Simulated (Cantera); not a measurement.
Cantera run:

```python
import numpy as np
import cantera as ct

gas_names = """
    C CN C2 CCN CNC C2N2 C3 C4 C4N2 C5 N N2 Si SiC SiC2 SiN Si2 Si2C Si2N Si3
""".split()
cond_names = """
    C(gr) Si(cr) Si(L) SiC(b) Si3N4(a)
""".split()


# ... load() reads the species with a 1 bar reference pressure and builds the phases ...
atoms = {
    'Si3N4': {'Si': 3, 'N': 4},
    'Si': {'Si': 1},
    'N2': {'N': 2},
    'C': {'C': 1},
}
top_T = {'C(gr)': 4500, 'SiC(b)': 3050, 'Si3N4(a)': 2400}  # K; cautious upper limits of use, not melting points


# ... equilibrate(T, P, feed) seeds the gas with the atoms and calls Mixture.equilibrate('TP', solver="vcs", rtol=1e-11, max_steps=5000) ...
results = []
feed = {'Si3N4': 1, 'Si': 0.42, 'N2': 1.6, 'C': 0.11}  # mol
P = 100  # Pa
for T in [1400, 1475, 1550, 1625, 1700, 1775, 1850, 1925, 2000]:
    mix = equilibrate(T, P, feed)
    results.append((T, P, feed, dict(zip(mix.species_names, mix.species_moles))))

top = {s: max(r[3][s] / sum(r[3][g] for g in gas_names) for r in results) for s in gas_names}
cols = sorted((s for s in top if top[s] > 1e-06), key=lambda s: -top[s])[:8]
seen = [c for c in cond_names if any(r[3].get(c, 0) > 1e-12 for r in results)]
print("log10 of partial pressures in bar; condensed amounts in mol")
print(f"{'T/K':>10s}" + "".join(f"{s[:9]:>10s}" for s in cols + seen))
for T, P, feed, n in results:
    ng = sum(n[g] for g in gas_names)
    print(f"{T:10.4g}" + "".join(f"{np.log10(max(n[s] / ng * P / 1e5, 1e-99)):10.3f}" for s in cols)
          + "".join(f"{n.get(c, 0):10.4g}" for c in seen))
```

Result:

```
log10 of partial pressures in bar; condensed amounts in mol
       T/K        N2        Si      Si2C      Si2N       Si2       SiN       Si3      SiC2     Si(L)    SiC(b)  Si3N4(a)
      1400    -3.000   -10.579   -13.764   -13.146   -15.299   -11.772   -17.631   -15.385         0      0.11     1.103
      1475    -3.000    -9.268   -12.172   -11.476   -13.268   -10.612   -15.060   -14.426         0      0.11     1.103
      1550    -3.000    -8.086   -10.738    -9.972   -11.437    -9.567   -12.743   -13.560         0      0.11     1.103
      1625    -3.000    -7.015    -9.440    -8.611    -9.778    -8.619   -10.646   -12.775         0      0.11     1.103
      1700    -3.000    -6.168    -8.388    -7.630    -8.527    -7.886    -9.125   -11.931     3.307      0.11         0
      1775    -3.001    -5.659    -7.691    -7.262    -7.911    -7.480    -8.528   -10.896     3.301    0.1099         0
      1850    -3.003    -5.191    -7.052    -6.925    -7.346    -7.108    -7.981    -9.947     3.285    0.1097         0
      1925    -3.008    -4.759    -6.465    -6.618    -6.826    -6.767    -7.478    -9.073     3.241    0.1087         0
      2000    -3.020    -4.361    -5.923    -6.337    -6.345    -6.456    -7.014    -8.266     3.132    0.1055         0
```

These are equilibrium values from Cantera (NASA tables, ideal gas, pure condensed phases), not measurements of a reactor. Mutual solubility and eutectic melting of coexisting phases are not modelled. The tables' values for SiN are old estimates; treat these amounts as uncertain.
